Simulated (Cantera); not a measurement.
Charge: 1 mol SiC, 0.85 mol CO2, 1.2 mol N2, 0.0094 mol O2, held at 6.45 Torr.

Cantera equilibrium calculation (NASA polynomials, part measured and part estimated; ideal gas, pure solids and liquids). Candidate condensed phases: C, Si, SiC, SiO2, Si2N2O, Si3N4; 34 gas species. The tables' values for SiN are old estimates; treat these amounts as uncertain. Rates play no part. All values below are at 1973 K.

Base state: CO 0.440, N2 0.411, SiO 0.148, Si 0.00113, Si2C 2.75e-5, SiN 1.86e-5 (mole fractions); condensed: SiC(s).

Problem. What changes in the equilibrium state with this change: SiC replaced by Si?

Solution. 
| species | before | after |
|---|---|---|
| N2 | 0.411 | 0.410 |
| SiO | 0.148 | 0.318 |
| CO | 0.440 | 0.269 |
| Si | 0.00113 | 0.00211 |
| Si2 | 3.36e-6 | 1.18e-5 |
| Si2N | 7.71e-6 | 2.71e-5 |
| Si2C | 2.75e-5 | 5.16e-5 |
| SiN | 1.86e-5 | 3.49e-5 |
| SiC(s), mol | 0.564 | 0.0621 |

Problem. What changes in the equilibrium state with this change: 0.005 mol H2O added?

Solution. 
```csv
species,before,after
CO,0.440,0.439
N2,0.411,0.409
SiO,0.148,0.148
H2,0,0.00140
H,0,0.000545
HCN,0,5.10e-5
"SiC(s), mol",0.564,0.561
```
Further candidate phases: C6H6, C7H8, C8H18, H2O.
